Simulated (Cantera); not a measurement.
## Ignition delay

Mixture: 17.6 % CO, 2.64 % H₂, 10.1 % O₂, 68.8 % N₂, 0.845 % CO₂, at 1.50 bar, adiabatic and at constant pressure. Ignition delay is the time to a rise of 400 K.

Detailed kinetics in Cantera: GRI-Mech 3.0 (53 species, 325 reactions). Where the delays flatten at high temperature, the 400 K rule measures the pace of heat release, not the induction time.

```csv
T0 (K),delay (ms)
1275,0.0927
1375,0.0757
1475,0.0692
1575,0.0688
1675,0.0728
1775,0.0800
1875,0.0899
```
